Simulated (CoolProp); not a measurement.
Properties of o-xylene at several states (Tc = 357.1 °C, pc = 3.737 MPa, ω = 0.312).

Model: reference Helmholtz-energy equation of state, Zhou 2012, in CoolProp.

| T (°C) | p (MPa) | phase | density (kg/m³) | viscosity (µPa s) | conductivity (mW/(m K)) | fugacity coefficient |
|---|---|---|---|---|---|---|
| 42.65 | 0.111 | liquid | 861.1 | 606 | 126 | 0.02134 |
| -8.55 | 2 | liquid | 905.3 | 1320 | 139 | 5.128e-5 |
| 259.75 | 3.45 | liquid | 648.5 | 128 | 81.3 | 0.2675 |
| 114.85 | 2.46 | liquid | 800.3 | 314 | 109 | 0.01890 |
| 326.25 | 6.23 | liquid | 563.1 | 88.0 | 77.8 | 0.3357 |

Viscosity comes from a separate model (Cao 2016). Thermal conductivity comes from a separate model (Mylona 2014).
